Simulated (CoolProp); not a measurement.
Vapour-liquid equilibrium of benzene (1) + n-dodecane (2) at 220.25 °C; x and y are mole fractions of (1).

Computed with CoolProp (multi-fluid Helmholtz-energy mixture model, Thol 2012 and Lemmon 2004; pair parameters Bell 2016).

**Question.** Give the bubble pressure and the first vapour's composition at x = 0.2, 0.8, 0.875. Is there an azeotrope?

**Answer.** x = 0.2: 3.716 bar, y = 0.732; x = 0.8: 14.80 bar, y = 0.974; x = 0.875: 16.53 bar, y = 0.984. No azeotrope shows between x = 0.05 and 0.95.

Pair parameters are fitted to limited data, so mixtures are less certain than the pure fluids.
